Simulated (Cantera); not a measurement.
A freely propagating, adiabatic, planar premixed flame of C3H8 : O2 : N2 : CO2 = 1 : 5 : 15.5 : 0.57 (molar parts), equivalence ratio 1.0, unburnt at 325 K and 5.00 bar; mixture-averaged transport, grid criteria slope 0.08 and curve 0.16, no radiation.

Model: GRI-Mech 3.0 (53 species, 325 reactions), integrated in Cantera. GRI-Mech 3.0 was tuned for natural gas; its chemistry of propane as a main component is partial and can be far from experiment. Burning velocities carry a grid error of a few per cent, more on coarse grids.

Task: What does this change do: inlet temperature 325 to 300 K?

Result: 
```tsv
quantity	before	after
laminar burning velocity	43.9 cm/s	39.0 cm/s
thermal thickness	0.0797 mm	0.0816 mm
peak x(CH3)	0.00166	0.00160
peak x(H)	0.00429	0.00415
```

Task: What does this change do: C3H8 1 to 0.77 parts?

Result: 
```json
[
 {"quantity": "laminar burning velocity", "before": "43.9 cm/s", "after": "30.4 cm/s"},
 {"quantity": "thermal thickness", "before": "0.0797 mm", "after": "0.101 mm"},
 {"quantity": "peak x(CH3)", "before": "0.00166", "after": "0.000810"},
 {"quantity": "peak x(H)", "before": "0.00429", "after": "0.00145"}
]
```
